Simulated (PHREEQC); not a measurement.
# Copper plating or etch bath (model solution)

Consider water at 15 °C with 0.0013 mol/kgw CuSO4, 0.0028 mol/kgw HNO3 and 0.011 mol/kgw FeCl3. It is in equilibrium with CO2 at log p = -3.5 (atm). Otherwise closed; pH follows from the charge balance.

Model: ion-association model, wateq4f.dat, run in PHREEQC.

Each row changes one thing in this solution. This is a speciation only: nothing precipitates in the calculation.

```csv
case,pH,ionic strength (mol/kgw),SO4-2 (mol/kgw),HSO4- (mol/kgw),CuSO4 (mol/kgw),CuOH+ (mol/kgw),SI of Chalcanthite (CuSO4:5H2O),SI of Tenorite (CuO)
as made,2.28,0.0591,0.000187,4.24e-5,9.20e-6,1.39e-9,-4.63,-6.68
0.00039 mol/kgw KNO3 added,2.28,0.0595,0.000188,4.25e-5,9.20e-6,1.39e-9,-4.63,-6.68
0.0035 mol/kgw Sr(OH)2 added,2.65,0.0644,0.000303,2.86e-5,1.41e-5,3.21e-9,-4.45,-5.94
FeCl3 left out,2.61,0.00723,0.00103,0.000153,0.000117,3.77e-9,-3.53,-5.86
temperature from 15 to 30 °C,2.21,0.0566,0.000181,6.68e-5,9.55e-6,1.14e-9,-4.72,-6.27
```

Species that the database lacks are ignored. Some of these states are supersaturated (in Hematite (slow to form), Goethite (slow to form), Jarosite-K, for instance).
